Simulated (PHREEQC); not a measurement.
# Cooling-tower water (model solution)

Model water analysis in mmol/kgw, 25 °C, pH 6.49, pe 10.5:

```json
[
 {"constituent": "Na", "mmol/kgw": "0.577"},
 {"constituent": "K", "mmol/kgw": "2.3"},
 {"constituent": "Ca", "mmol/kgw": "3.62"},
 {"constituent": "Mg", "mmol/kgw": "0.129"},
 {"constituent": "Cl", "mmol/kgw": "2.45"},
 {"constituent": "S(6)", "mmol/kgw": "0.225"},
 {"constituent": "Alkalinity (meq/kgw)", "mmol/kgw": "7.6"},
 {"constituent": "Ni", "mmol/kgw": "0.0033"},
 {"constituent": "F", "mmol/kgw": "0.00777"}
]
```

Valence states are taken as typed.

The numbers come from PHREEQC with the ion-association model, wateq4f.dat.

No solid was allowed to form.

**Question.** Predict the charge-balance error.

**Answer.** charge-balance error -0.6 %.

**Question.** In which forms is Ca present?

**Answer.** Ca+2 93 %, CaHCO3+ 5.5 %, CaSO4 1.3 % of the Ca.

The database's nickel carbonate constants are estimates that later reviews lower a good deal.
